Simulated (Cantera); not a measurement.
Feed: 1 mol BN, 2.9 mol NF3, at 700 K and 1330 Pa.

Cantera equilibrium calculation (NASA polynomials, part measured and part estimated; ideal gas, pure solids and liquids). Candidate condensed phases: B, BN; 13 gas species. Equilibrium is a limit: real reactors are often held back by kinetics, nucleation or transport.

Base state: N2 0.293, NF3 0.260, F2 0.225, BF3 0.217, F 0.00592 (mole fractions); condensed: gas only.

**Question.** What changes in the equilibrium state with this change: 0.64 mol Cl2 added?

**Answer.** 
```tsv
species	before	after
N2	0.293	0.273
ClF	0	0.226
BF3	0.217	0.179
NF3	0.260	0.152
F2	0.225	0.161
ClF3	0	0.00373
F	0.00592	0.00501
```
